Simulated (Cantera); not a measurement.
**SiHCl₃ + H₂ (silicon epitaxy and polysilicon growth)**

Feed: 1 mol SiHCl₃, 76 mol H₂, equilibrated at 0.150 bar.

Cantera equilibrium calculation (NASA polynomials, part measured and part estimated; ideal gas, pure solids and liquids). Candidate condensed phases: Si; 19 gas species. The tables' values for SiCl₃, SiCl are old estimates; treat these amounts as uncertain. Gases not in the tables: Si₂H₆ and higher silanes. The numbers say what is thermodynamically allowed, not how fast it happens.

| T (°C) | x H₂ | x HCl | x SiCl₂ | x SiCl₄ | n Si(s) | n Si(l) |
|---|---|---|---|---|---|---|
| 852 | 0.975 | 0.0194 | 0.000815 | 0.00242 | 0.536 | 0 |
| 902 | 0.971 | 0.0237 | 0.00132 | 0.00153 | 0.614 | 0 |
| 952 | 0.969 | 0.0272 | 0.00186 | 0.000825 | 0.674 | 0 |
| 1002 | 0.967 | 0.0294 | 0.00232 | 0.000389 | 0.712 | 0 |
| 1052 | 0.966 | 0.0307 | 0.00267 | 0.000170 | 0.730 | 0 |
| 1102 | 0.965 | 0.0312 | 0.00291 | 7.30e-5 | 0.736 | 0 |
| 1152 | 0.965 | 0.0314 | 0.00308 | 3.19e-5 | 0.736 | 0 |
| 1202 | 0.965 | 0.0314 | 0.00322 | 1.45e-5 | 0.733 | 0 |
| 1252 | 0.965 | 0.0314 | 0.00334 | 6.87e-6 | 0.729 | 0 |
| 1302 | 0.965 | 0.0313 | 0.00344 | 3.40e-6 | 0.724 | 0 |
| 1352 | 0.965 | 0.0312 | 0.00353 | 1.75e-6 | 0.718 | 0 |
| 1402 | 0.965 | 0.0311 | 0.00361 | 9.38e-7 | 0.713 | 0 |
| 1452 | 0.965 | 0.0313 | 0.00350 | 5.07e-7 | 0 | 0.721 |
x: gas mole fraction; n: condensed amount in mol.

From 852 °C to 1402 °C the condensed part is Si(s). At 1452 °C the condensed part is Si(l). The main Si-bearing gas is SiCl₄ at 852 °C and SiCl₂ at 1452 °C.
